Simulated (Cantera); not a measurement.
A perfectly stirred reactor is fed with 17.2 % C₂H₆, 82.4 % N₂, 0.480 % H₂O, at 0.0263 atm; it is held at 1200 K, and followed from long to short residence time.

Computed with Cantera and GRI-Mech 3.0 (53 species, 325 reactions). GRI-Mech 3.0 stops at C3 and has no aromatics, soot or wall deposition, so with more carbon than oxygen in the feed, carbon stays in small species such as C2H2 where larger ones or solid carbon would form. Radical loss at walls, strong at low pressure, is not modelled.

One state of this run: x C₂H₆ = 0.0159; x C₂H = 5.27e-10; x CH₃ = 6.94e-5; x C₂H₄ = 0.0741; x HCN = 8.50e-11. x: mole fraction; the columns are a selection and need not sum to one.

Problem. Which value of τ (s) does it belong to?
A) 0.12
B) 0.0057
C) 0.89
D) 6.7

Solution. C, 0.89
